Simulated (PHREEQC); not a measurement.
Solution (55 °C): 4.4 mmol/kgw NH4Cl, 2.3 mmol/kgw Na2SO4 and 0.56 mmol/kgw KCl. It is in equilibrium with CO2 at log p = -1 (atm). Otherwise closed; pH follows from the charge balance.

Equilibrium calculation in PHREEQC: ion-association model, phreeqc.dat.

Each row changes one thing in this solution. Precipitation was switched off in this run.

| case | pH | SO4-2 (mol/kgw) | NH4SO4- (mol/kgw) | HCO3- (mol/kgw) | NaSO4- (mol/kgw) | KSO4- (mol/kgw) | SI of Halite (NaCl) | SI of Sylvite (KCl) |
|---|---|---|---|---|---|---|---|---|
| as made | 4.57 | 0.00217 | 7.61e-5 | 3.79e-5 | 3.73e-5 | 8.52e-6 | -6.34 | -6.70 |
| 0.00016 mol/kgw NH3 added | 5.21 | 0.00217 | 7.88e-5 | 0.000166 | 3.73e-5 | 8.52e-6 | -6.34 | -6.70 |
| diluted 10-fold with water | 4.53 | 0.000227 | 1.09e-6 | 3.22e-5 | 5.27e-7 | 1.22e-7 | -8.27 | -8.63 |
| Na2SO4 from 0.0023 to 0.00253 mol/kgw | 4.57 | 0.00238 | 8.26e-5 | 3.84e-5 | 4.46e-5 | 9.25e-6 | -6.30 | -6.71 |
| diluted 5-fold with water | 4.53 | 0.000451 | 4.06e-6 | 3.31e-5 | 1.97e-6 | … | -7.68 | -8.04 |
| diluted 2-fold with water | 4.55 | 0.00111 | 2.21e-5 | 3.53e-5 | 1.08e-5 | … | -6.91 | -7.27 |
| temperature from 55 to 75 °C | 4.67 | 0.00216 | 7.44e-5 | 3.32e-5 | 4.02e-5 | 1.09e-5 | -6.36 | -6.79 |

Problem. Some entries are withheld; supply them.

Solution. 
- diluted 5-fold with water, KSO4- (mol/kgw): 4.54e-7
- diluted 2-fold with water, KSO4- (mol/kgw): 2.47e-6

Species that the database lacks are ignored. Away from 25 °C the constants follow the database's enthalpies or fits; those with neither stay at their 25 °C values.
